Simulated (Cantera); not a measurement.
Fe2O3 + Cl2 + O2 (oxide etching and cleaning by halides)

Input: 1 mol Fe2O3, 13 mol Cl2, a varied amount of O2, equilibrated at 1200 K and 1.00 bar.

These are equilibrium values from Cantera (NASA tables, ideal gas, pure condensed phases), not measurements of a reactor. Candidate condensed phases: Fe, FeCl2, FeCl3, FeO, Fe2O3, Fe3O4; 13 gas species. Rates play no part.

```csv
n(O2) (mol),x Cl2,x O2,x FeCl3,x FeCl2,x Cl,x Fe2Cl6,x ClO,x Fe2Cl4,n Fe2O3(s)
0.51,0.713,0.143,0.133,0.00511,0.00399,0.00233,5.94e-5,1.72e-5,0
2.7,0.652,0.243,0.0954,0.00384,0.00382,0.00121,7.41e-5,9.71e-6,0.179
4.8,0.604,0.319,0.0694,0.00290,0.00367,0.000638,8.17e-5,5.55e-6,0.331
7,0.555,0.386,0.0529,0.00231,0.00352,0.000371,8.61e-5,3.51e-6,0.431
9.1,0.512,0.440,0.0425,0.00193,0.00338,0.000240,8.83e-5,2.46e-6,0.496
11,0.478,0.481,0.0358,0.00169,0.00327,0.000170,8.92e-5,1.87e-6,0.540
13,0.446,0.519,0.0305,0.00149,0.00315,0.000123,8.94e-5,1.45e-6,0.576
```
x: gas mole fraction; n: condensed amount in mol.

At 0.51 mol O2 nothing is condensed. From 2.7 mol O2 to 13 mol O2 the condensed part is Fe2O3(s). The main Fe-bearing gas is FeCl3 throughout. The share of Fe in condensed phases is highest at 13 mol O2 (57.6 %) and lowest at 0.51 mol O2 (0.0 %).
